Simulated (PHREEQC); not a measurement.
Solution (20 °C): 0.14 mol CuCl2, 0.00046 mol HBF4 and 0.00092 mol Na2SO4 per kg of water. Closed to the air; pH follows from the charge balance.

Model: ion-association model, phreeqc.dat, run in PHREEQC.

No solid was allowed to form.

Question: What pH, density does the model give?

Answer: pH 3.03; density 1.015 g/cm³.

Question: In which forms is F present?

Answer: F- 43 %, HF 32 %, CuF+ 22 %, BF4- 1.6 %, BF2(OH)2- 0.7 %, BF3OH- 0.6 % of the F.

Species that the database lacks are ignored. Real BF4- forms and hydrolyses slowly; the run takes it at equilibrium.
